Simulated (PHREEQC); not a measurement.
Make-up at 85 °C: 0.018 mol/kgw Al(NO3)3, 0.0049 mol/kgw NaHSO4 and 3e-05 mol/kgw LiNO3. Closed to the air; pH follows from the charge balance.

The numbers come from PHREEQC with the ion-association model, phreeqc.dat.

No solid was allowed to form.

Problem. What pH, ionic strength, density does the model give?

Solution. pH 2.40; ionic strength 0.0986 mol/kgw; density 0.972 g/cm³.

Problem. In which forms is Al present?

Solution. Al+3 77 %, AlSO4+ 20 %, AlOH+2 2.7 % of the Al.

Constants without temperature data keep their 25 °C values here.
